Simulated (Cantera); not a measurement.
Feed: 1 mol Si, 0.011 mol N₂O, 660 mol N₂, at 2100 K and 35.0 mbar.

Equilibrium computed with Cantera from the NASA thermochemical tables; the gas is ideal and each condensed phase is pure. Candidate condensed phases: Si, SiO₂, Si₂N₂O, Si₃N₄; 16 gas species. The tables' values for SiN are old estimates; treat these amounts as uncertain. Kinetics and transport are ignored.

Base state: N₂ 0.999, Si 0.00138, SiN 5.36e-5, Si₂N 2.33e-5, SiO 1.66e-5 (mole fractions); condensed: gas only.

Question: What changes in the equilibrium state with this change: temperature from 2100 K to 1750 K?

Answer: 
| species | before | after |
|---|---|---|
| N₂ | 0.999 | 1.000 |
| SiO | 1.66e-5 | 1.67e-5 |
| Si | 0.00138 | 9.76e-6 |
| SiN | 5.36e-5 | 9.42e-7 |
| Si₂N | 2.33e-5 | 3.65e-7 |
| Si₃N₄(s), mol | 0 | 0.327 |
